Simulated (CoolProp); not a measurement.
Vapour-liquid equilibrium of R125 (1) + R134a (2) at 179.3 K; x and y are mole fractions of (1).

Values from CoolProp's multi-fluid Helmholtz-energy mixture model, Lemmon 2005 and Tillner-Roth 1994; pair parameters Lemmon 2004.

```
x     bubble pressure, mixture model (kPa)  bubble pressure, Raoult's law (kPa)  y, mixture model  y, Raoult's law
----  ------------------------------------  -----------------------------------  ----------------  ---------------
0.05                                 1.253                                1.265             0.202            0.210
0.2                                  1.885                                1.904             0.555            0.558
0.35                                 2.539                                2.542             0.733            0.731
0.5                                  3.190                                3.180             0.837            0.834
0.65                                 3.832                                3.818             0.904            0.904
0.8                                  4.465                                4.456             0.953            0.953
0.95                                 5.095                                5.094             0.989            0.990
```

The largest gap from Raoult's law is -0.9 % in bubble pressure, at x = 0.05. No azeotrope shows between x = 0.05 and 0.95.

Pair parameters are fitted to limited data, so mixtures are less certain than the pure fluids.
